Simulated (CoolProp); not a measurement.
n-nonane at several states: density (kg/m³) from the reference equation and from simpler models built on Tc = 321.4 °C, pc = 2282 kPa, ω = 0.443; each cubic takes its own stable root.

Model: reference Helmholtz-energy equation of state, Lemmon 2006, in CoolProp. It is a short technical equation, of lower accuracy than the large ones.

| T (°C) | p (kPa) | phase | reference | van der Waals | Redlich-Kwong | Soave-Redlich-Kwong | Peng-Robinson |
|---|---|---|---|---|---|---|---|
| -19.95 | 2580 | liquid | 751.1 | … | 603.8 | 621.3 | 696.3 |
| 294.65 | 12700 | liquid | 513.1 | 340.3 | 444.4 | … | 502.3 |
| -16.65 | 761 | liquid | 747.3 | … | 600.2 | 618.9 | 693.9 |
| 72.55 | 64.4 | liquid | … | … | … | 574.3 | … |

**Question.** What belongs in the gaps?

**Answer.** 
- -19.95, van der Waals: 408.0
- 294.65, Soave-Redlich-Kwong: 449.8
- -16.65, van der Waals: 403.8
- 72.55, reference: 676.1
- 72.55, van der Waals: 2.963
- 72.55, Redlich-Kwong: 545.1
- 72.55, Peng-Robinson: 646.9

At some of these states van der Waals gives the other phase, because its saturation line lies elsewhere.
